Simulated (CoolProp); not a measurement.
Vapour-liquid equilibrium of 1-butene (1) + n-butane (2) at 388.3 K; x and y are mole fractions of (1).

Values from CoolProp's multi-fluid Helmholtz-energy mixture model, Lemmon 2005 and Bücker 2006; pair parameters Bell 2016.

Question: Give the bubble pressure and the first vapour's composition at x = 0.05, 0.2, 0.8. Is there an azeotrope?

Answer: x = 0.05: 2.046 MPa, y = 0.055; x = 0.2: 2.099 MPa, y = 0.216; x = 0.8: 2.307 MPa, y = 0.812. No azeotrope shows between x = 0.05 and 0.95.

The pair parameters rest on a limited set of measurements; away from them the model extrapolates.
